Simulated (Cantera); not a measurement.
Input: 1 mol B, 14 mol NH₃, at 2050 °C.

Method: chemical equilibrium by Gibbs-energy minimisation in Cantera with the NASA 1993 tables (ideal gas, pure condensed phases). Candidate condensed phases: B, BN; 15 gas species. Equilibrium is a limit: real reactors are often held back by kinetics, nucleation or transport.

Q: Which condensed phases are stable at each of these points (P (Pa)): 10, 37, 140, 520, 1900, 7200, 27000, 100000?

A: 
| P (Pa) | condensed phases | B condensed (%) |
|---|---|---|
| 10 | gas only | 0.0 |
| 37 | gas only | 0.0 |
| 140 | B(s) | 64.4 |
| 520 | B(s) | 87.3 |
| 1900 | B(s) | 93.1 |
| 7200 | BN(s) | 96.4 |
| 27000 | BN(s) | 98.3 |
| 100000 | BN(s) | 99.1 |

From 0.000100 bar to 0.000370 bar nothing is condensed. From 0.00140 bar to 0.0190 bar the condensed part is B(s). From 0.0720 bar to 1.00 bar the condensed part is BN(s).
